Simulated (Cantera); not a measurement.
Mixture: H2 : O2 : N2 : H2O = 1 : 1.06 : 4 : 0.51 (molar parts), equivalence ratio 0.47, at 0.780 bar, adiabatic and at constant volume. Ignition delay is the time to a rise of 400 K.

Cantera simulation using GRI-Mech 3.0 (53 species, 325 reactions); the numbers are that mechanism's predictions, not measurements. Where the delays flatten at high temperature, the 400 K rule measures the pace of heat release, not the induction time.

**Question.** Predict: delay at 1175 K; delay at 1275 K; delay at 1375 K; delay at 1475 K; delay at 1575 K; delay at 1675 K; delay at 1775 K.

**Answer.** delay at 1175 K: 82.5 µs
delay at 1275 K: 50.8 µs
delay at 1375 K: 37.1 µs
delay at 1475 K: 30.9 µs
delay at 1575 K: 28.7 µs
delay at 1675 K: 28.9 µs
delay at 1775 K: 31.0 µs
